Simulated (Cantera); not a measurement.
What does this Cantera script print?

```python
import numpy as np
import cantera as ct

gas_names = [...]  # 113 gases of nasa_gas.yaml made of C, F, H, Si
cond_names = """
    C(gr) C6H6(L) C7H8(L) C8H18(L),n-octa Si(cr) Si(L) SiC(b)
""".split()


# ... load() reads the species with a 1 bar reference pressure and builds the phases ...
atoms = {
    'SiF4': {'Si': 1, 'F': 4},
    'C2H2': {'C': 2, 'H': 2},
    'H2': {'H': 2},
}
top_T = {'C(gr)': 4500, 'SiC(b)': 3050}  # K; cautious upper limits of use, not melting points


# ... equilibrate(T, P, feed) seeds the gas with the atoms and calls Mixture.equilibrate('TP', solver="vcs", rtol=1e-11, max_steps=5000) ...
results = []
feed = {'SiF4': 1, 'C2H2': 1, 'H2': 440}  # mol
T = 2423.15  # K
P = 24000  # Pa
mix = equilibrate(T, P, feed)
results.append((T, P, feed, dict(zip(mix.species_names, mix.species_moles))))
x = sorted(zip(gas.X, gas.species_names), reverse=True)
print(f"T = {T:g} K  P = {P:g} Pa  gas = {mix.phase_moles(0):.4g} mol")
print("   x: " + "  ".join(f"{s} {v:.3e}" for v, s in x if v > 0.0001))
print("   condensed (mol): " + ("  ".join(f"{mix.phase(i).name} {mix.phase_moles(i):.4g}"
      for i in range(1, mix.n_phases) if mix.phase_moles(i) > 1e-12) or "none"))
```

Output:

```
T = 2423.15 K  P = 24000 Pa  gas = 451.7 mol
   x: H2 9.522e-01  H 3.534e-02  HF 8.185e-03  C2H2,acetylene 2.084e-03  Si 1.322e-03  SiF2 2.239e-04  SiF 1.985e-04  SiH 1.883e-04
   condensed (mol): none
```

Equilibrium computed with Cantera from the NASA thermochemical tables; the gas is ideal and each condensed phase is pure. The tables' values for SiF2, SiF are old estimates; treat these amounts as uncertain. Gases not in the tables: Si2H6 and higher silanes.
